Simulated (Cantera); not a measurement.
Equilibrium for silicon etching in halogen gases: Si + Br₂ + N₂

Feed: 1 mol Si, 1.4 mol Br₂, 0.26 mol N₂.

Equilibrium computed with Cantera from the NASA thermochemical tables; the gas is ideal and each condensed phase is pure. Candidate condensed phases: Br₂, Si, Si₃N₄; 13 gas species. N₂ is the only nitrogen source here; it is nearly inert below about 1500 K, so the nitride shown seldom forms there in practice. The tables' values for SiBr₃ are old estimates. Kinetics and transport are ignored.

Stable condensed phases:

```
T in °C \ P in Pa
              1    3.6     13     46    170    600   2200   7700  28000 100000
   1425       A      A      B      B      B      B      B      B      B      C
   1275       B      B      B      B      B      B      B      C      C      C
   1125       B      B      B      B      B      C      C      C      C      C
    975       B      B      B      C      C      C      C      C      C      C
    825       C      C      C      C      C      C      C      C      C      C
    675       C      C      C      C      C      C      C      C      C      C
    525       C      C      C      C      C      C      C      C      C      C
    375       C      C      C      C      C      C      C      C      C      C
    225       C      C      C      C      C      C      C      C      C      C
```

A: Si; B: gas only; C: Si₃N₄.
